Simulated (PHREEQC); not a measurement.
Make-up at 25 °C: 2.9 mmol/kgw HCl, 5.4 mmol/kgw ZnSO4 and 150 mmol/kgw MnSO4. It is in equilibrium with CO2 at log p = -3.4 (atm). Otherwise closed; pH follows from the charge balance.

Computed with PHREEQC (ion-association model, wateq4f.dat).

Precipitation was switched off in this run.

Q: What pH, ionic strength does the model give?

A: pH 3.13; ionic strength 0.324 mol/kgw.

Q: In which forms is Mn present?

A: Mn+2 53 %, MnSO4 47 % of the Mn.
